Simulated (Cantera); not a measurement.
Input: 1 mol SiO₂, 7 mol H₂, 0.036 mol H₂O, equilibrated at 1000 Pa.

Equilibrium computed with Cantera from the NASA thermochemical tables; the gas is ideal and each condensed phase is pure. Candidate condensed phases: H₂O, Si, SiO₂; 18 gas species. The tables hold silica as quartz up to 1696 K and as liquid above; real silica turns to tridymite and cristobalite and melts near 1996 K. The numbers say what is thermodynamically allowed, not how fast it happens.

At 1450 °C, list the 4 most abundant gas species with their mole fractions, and the condensed phases.

H₂ 0.984, H₂O 0.00970, SiO 0.00461, H 0.00181. Condensed: SiO₂(condensed).
